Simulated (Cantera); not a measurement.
## Adiabatic ignition

An adiabatic, constant-pressure homogeneous reactor starts with 6.90 % CH₄, 0.490 % CO, 19.5 % O₂, 73.1 % N₂, equivalence ratio 0.72, at 1200 K and 220000 Pa.

Cantera simulation using GRI-Mech 3.0 (53 species, 325 reactions); the numbers are that mechanism's predictions, not measurements.

```csv
t (s),T (K),x CH₄,x CO,x O₂,x CH₃,x H₂,x CO₂,x OH
3.00e-6,1200,0.0690,0.00490,0.195,4.65e-9,1.95e-11,3.19e-10,3.63e-11
1.03e-5,1200,0.0690,0.00490,0.195,1.66e-8,8.92e-11,1.14e-9,4.87e-11
3.54e-5,1200,0.0690,0.00490,0.195,5.93e-8,4.78e-10,4.42e-9,9.41e-11
0.000122,1200,0.0690,0.00490,0.195,2.32e-7,3.97e-9,2.08e-8,2.94e-10
0.000418,1200,0.0690,0.00490,0.195,1.18e-6,5.95e-8,1.27e-7,1.38e-9
0.00144,1200,0.0689,0.00490,0.195,5.65e-6,1.28e-6,8.07e-7,6.11e-9
0.00493,1201,0.0688,0.00490,0.195,9.22e-6,1.45e-5,5.18e-6,1.33e-8
0.0169,1220,0.0657,0.00561,0.193,3.67e-5,0.000534,9.30e-5,2.38e-7
0.0582,2493,<1e-12,0.00711,0.0506,<1e-12,0.00225,0.0663,0.00931
0.200,2493,<1e-12,0.00711,0.0506,<1e-12,0.00225,0.0663,0.00930
```
x: mole fraction; the columns are a selection and need not sum to one.

```
Item                                                                 Value
---------------------------------  ---------------------------------------
time of steepest temperature rise                                  19.8 ms
temperature at 0.200 s                                              2493 K
equilibrium temperature                                             2493 K
x(CH₄) at 0.200 s                    <1e-12 (gas-phase equilibrium <1e-12)
x(CO) at 0.200 s                   0.00711 (gas-phase equilibrium 0.00711)
x(O₂) at 0.200 s                     0.0506 (gas-phase equilibrium 0.0506)
```
